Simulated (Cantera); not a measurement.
A Cantera script and its output.

```python
import numpy as np
import cantera as ct

gas = ct.Solution("gri30.yaml")
gas.TPX = 2175, 520000, {'CH4': 1, 'H2O': 2.5, 'H2': 0.4}
reactor = ct.IdealGasConstPressureReactor(gas, energy="off", clone=False)
net = ct.ReactorNet([reactor])
net.rtol, net.atol = 1e-08, 1e-18
show = ['CH4', 'H2O', 'H2', 'HO2', 'C2H6']
times = np.geomspace(6e-06, 2, 13)

steps = ct.SolutionArray(gas, extra=["t"])
rows = []
print(f"{'t/s':>10s}{'T/K':>9s}{'P/Pa':>11s}" + "".join(f"{s:>11s}" for s in show))
for t in times:
    while net.time < t:
        t_next = net.step()
        steps.append(gas.state, t=t_next)
    rows.append([np.interp(t, steps.t, y) for y in (steps.T, steps.P, *steps(*show).X.T)])
    print(f"{t:10.3e}{rows[-1][0]:9.1f}{rows[-1][1]:11.4g}" + "".join(f"{x:11.3e}" for x in rows[-1][2:]))
rate = np.gradient(steps.T, steps.t)
print("integrator steps:", len(steps.t))
if steps.T.max() > steps.T[0] + 200:
    print(f"time of steepest temperature rise: {steps.t[rate.argmax()]:.4e} s")
gas.TPX = 2175, 520000, {'CH4': 1, 'H2O': 2.5, 'H2': 0.4}
gas.equilibrate("TP")
print(f"equilibrium (TP): T = {gas.T:.1f} K  " + "  ".join(f"{s} {gas[s].X[0]:.3e}" for s in show))
```

It prints:

```
       t/s      T/K       P/Pa        CH4        H2O         H2        HO2       C2H6
 6.000e-06   2175.0    5.2e+05  1.464e-01  5.872e-01  2.128e-01  1.003e-09  9.301e-04
 1.731e-05   2175.0    5.2e+05  8.258e-02  5.391e-01  3.004e-01  7.921e-10  2.633e-04
 4.996e-05   2175.0    5.2e+05  3.960e-02  4.947e-01  3.674e-01  6.389e-10  5.800e-05
 1.442e-04   2175.0    5.2e+05  2.044e-02  4.416e-01  4.225e-01  4.898e-10  1.481e-05
 4.160e-04   2175.0    5.2e+05  1.408e-02  3.689e-01  4.823e-01  2.906e-10  6.160e-06
 1.200e-03   2175.0    5.2e+05  8.219e-03  2.930e-01  5.433e-01  1.553e-10  1.823e-06
 3.464e-03   2175.0    5.2e+05  2.145e-03  2.485e-01  5.806e-01  1.023e-10  1.152e-07
 9.996e-03   2175.0    5.2e+05  1.156e-05  2.415e-01  5.874e-01  9.637e-11  4.355e-12
 2.884e-02   2175.0    5.2e+05  5.246e-08  2.415e-01  5.874e-01  9.648e-11  1.002e-16
 8.324e-02   2175.0    5.2e+05  5.246e-08  2.415e-01  5.874e-01  9.648e-11  1.002e-16
 2.402e-01   2175.0    5.2e+05  5.246e-08  2.415e-01  5.874e-01  9.648e-11  1.002e-16
 6.931e-01   2175.0    5.2e+05  5.246e-08  2.415e-01  5.874e-01  9.648e-11  1.002e-16
 2.000e+00   2175.0    5.2e+05  5.246e-08  2.415e-01  5.874e-01  9.648e-11  1.002e-16
integrator steps: 1730
equilibrium (TP): T = 2175.0 K  CH4 6.026e-08  H2O 2.415e-01  H2 5.874e-01  HO2 9.648e-11  C2H6 1.266e-16
```

Detailed kinetics in Cantera: GRI-Mech 3.0 (53 species, 325 reactions).
